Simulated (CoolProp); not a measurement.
A Linde-Hampson liquefier for ethylene: isothermal reversible compression at 320 K from 1 atm to 40 MPa, throttling to 1 atm, return gas leaving the recuperator 5 K below the feed. Each further row changes one setting.

Model: reference Helmholtz-energy equation of state, Smukala 2000, in CoolProp.

```tsv
case	liquid yield per pass	compression work (kJ/kg of gas)
as stated	___	468
high pressure 80 MPa	___	___
warm-end temperature 350 K	___	___
warm-end gap 10 K	___	468
```

Task: What belongs in the gaps?

Result: 
- as stated, liquid yield per pass: 0.421
- high pressure 80 MPa, liquid yield per pass: 0.377
- high pressure 80 MPa, compression work (kJ/kg of gas): 554
- warm-end temperature 350 K, liquid yield per pass: 0.355
- warm-end temperature 350 K, compression work (kJ/kg of gas): 539
- warm-end gap 10 K, liquid yield per pass: 0.414
